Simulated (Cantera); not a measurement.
A closed system holds: 1 mol C₂H₄, a varied amount of CO₂, 0.027 mol NH₃, equilibrated at 1200 K and 1.33 mbar.

These are equilibrium values from Cantera (NASA tables, ideal gas, pure condensed phases), not measurements of a reactor. Candidate condensed phases: C, C₆H₆, C₇H₈, C₈H₁₈, H₂O; 136 gas species. The numbers say what is thermodynamically allowed, not how fast it happens.

Question: What share of the C ends up in condensed phases as a function of n(CO₂) (mol), at 0.63, 0.78, 0.97, 1.2, 1.5, 1.9, 2.3, 2.8, 3.5, 4.4, 5.4?

Answer: 
| n(CO₂) (mol) | C condensed (%) | as |
|---|---|---|
| 0.63 | 52.1 | C(graphite) |
| 0.78 | 43.9 | C(graphite) |
| 0.97 | 34.7 | C(graphite) |
| 1.2 | 25.0 | C(graphite) |
| 1.5 | 14.3 | C(graphite) |
| 1.9 | 2.6 | C(graphite) |
| 2.3 | 0.0 | - |
| 2.8 | 0.0 | - |
| 3.5 | 0.0 | - |
| 4.4 | 0.0 | - |
| 5.4 | 0.0 | - |
